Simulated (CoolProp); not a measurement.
Properties of CH2F2 (R32) along the isotherm 435 K.

Model: reference Helmholtz-energy equation of state, Tillner-Roth 1997, in CoolProp.

```
p (MPa)          phase  isothermal compressibility (1/MPa)  expansivity (1/kK)  Prandtl number  fugacity coefficient
-------  -------------  ----------------------------------  ------------------  --------------  --------------------
0.542              gas                               1.877               2.449           0.752                0.9835
1.08               gas                              0.9582               2.608           0.750                0.9672
1.63               gas                              0.6466               2.781           0.750                0.9509
2.17               gas                              0.4948               2.962           0.752                0.9350
2.71               gas                              0.4038               3.155           0.755                0.9194
3.25               gas                              0.3434               3.362           0.761                0.9039
3.79               gas                              0.3005               3.583           0.768                0.8887
4.34               gas                              0.2680               3.825           0.778                0.8734
4.88               gas                              0.2434               4.079           0.789                0.8586
5.42               gas                              0.2239               4.352             ___                0.8440
5.96     supercritical                              0.2080               4.643           0.817                   ___
6.51     supercritical                              0.1946               4.959           0.834                0.8152
7.05     supercritical                              0.1836               5.290           0.852                0.8012
7.59     supercritical                              0.1741               5.640           0.873                0.7875
8.13     supercritical                              0.1659               6.008           0.894                   ___
8.67     supercritical                              0.1585               6.392           0.918                0.7608
```

**Question.** Fill in the missing entries.

**Answer.** 
- 5.42, Prandtl number: 0.802
- 5.96, fugacity coefficient: 0.8296
- 8.13, fugacity coefficient: 0.7740

Viscosity comes from a separate model (Bell 2016), an estimate that may be off by 10 % or more. Thermal conductivity comes from a separate model (Huber 2003), an estimate that may be off by 10 % or more.
